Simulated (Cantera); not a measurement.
Equilibrium for thermal oxidation and active oxidation of silicon: Si + H₂O + N₂

Input: 1 mol Si, 0.0075 mol H₂O, 11 mol N₂, at 650 Pa.

Equilibrium computed with Cantera from the NASA thermochemical tables; the gas is ideal and each condensed phase is pure. Candidate condensed phases: H₂O, Si, SiO₂, Si₂N₂O, Si₃N₄; 35 gas species. The tables' values for SiN are old estimates; treat these amounts as uncertain. Rates play no part.

From 1675 K to 1775 K the condensed part is Si₃N₄(s). From 1825 K to 1975 K the condensed part is Si(l). The main Si-bearing gas is SiO at 1675 K and Si at 1975 K.

```json
[
 {"T (K)": "1675", "log p N₂": "-2.19", "log p Si": "-6.90", "log p SiO": "-5.33", "log p H₂": "-5.34", "log p H": "-6.60", "log p Si₂N": "-8.45", "log p SiN": "-8.17", "n Si₃N₄(s)": "0.331", "n Si(l)": "0"},
 {"T (K)": "1725", "log p N₂": "-2.19", "log p Si": "-6.28", "log p SiO": "-5.33", "log p H₂": "-5.35", "log p H": "-6.40", "log p Si₂N": "-7.66", "log p SiN": "-7.62", "n Si₃N₄(s)": "0.331", "n Si(l)": "0"},
 {"T (K)": "1775", "log p N₂": "-2.19", "log p Si": "-5.69", "log p SiO": "-5.33", "log p H₂": "-5.36", "log p H": "-6.22", "log p Si₂N": "-6.92", "log p SiN": "-7.11", "n Si₃N₄(s)": "0.330", "n Si(l)": "0"},
 {"T (K)": "1825", "log p N₂": "-2.19", "log p Si": "-5.34", "log p SiO": "-5.35", "log p H₂": "-5.40", "log p H": "-6.06", "log p Si₂N": "-6.63", "log p SiN": "-6.82", "n Si₃N₄(s)": "0", "n Si(l)": "0.984"},
 {"T (K)": "1875", "log p N₂": "-2.19", "log p Si": "-5.04", "log p SiO": "-5.35", "log p H₂": "-5.42", "log p H": "-5.90", "log p Si₂N": "-6.41", "log p SiN": "-6.58", "n Si₃N₄(s)": "0", "n Si(l)": "0.975"},
 {"T (K)": "1925", "log p N₂": "-2.19", "log p Si": "-4.76", "log p SiO": "-5.36", "log p H₂": "-5.46", "log p H": "-5.75", "log p Si₂N": "-6.21", "log p SiN": "-6.36", "n Si₃N₄(s)": "0", "n Si(l)": "0.959"},
 {"T (K)": "1975", "log p N₂": "-2.19", "log p Si": "-4.49", "log p SiO": "-5.36", "log p H₂": "-5.50", "log p H": "-5.61", "log p Si₂N": "-6.02", "log p SiN": "-6.14", "n Si₃N₄(s)": "0", "n Si(l)": "0.931"}
]
```
log p: log10 of the partial pressure in bar; n: condensed amount in mol.
